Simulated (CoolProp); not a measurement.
R113 at several states: density (kg/m³) from the reference equation and from simpler models built on Tc = 214.1 °C, pc = 3.392 MPa, ω = 0.253; each cubic takes its own stable root.

Model: reference Helmholtz-energy equation of state, Marx 1992, in CoolProp.

```json
[
 {"T (°C)": "20.05", "p (MPa)": "0.172", "phase": "liquid", "reference": "1575", "van der Waals": "13.93", "Redlich-Kwong": "1422", "Soave-Redlich-Kwong": "1465", "Peng-Robinson": "1654"},
 {"T (°C)": "97.65", "p (MPa)": "1.42", "phase": "liquid", "reference": "1382", "van der Waals": "851.7", "Redlich-Kwong": "1219", "Soave-Redlich-Kwong": "1273", "Peng-Robinson": "1443"},
 {"T (°C)": "87.85", "p (MPa)": "0.0143", "phase": "gas", "reference": "0.8960", "van der Waals": "0.8950", "Redlich-Kwong": "0.8957", "Soave-Redlich-Kwong": "0.8960", "Peng-Robinson": "0.8961"}
]
```

At some of these states van der Waals gives the other phase, because its saturation line lies elsewhere.
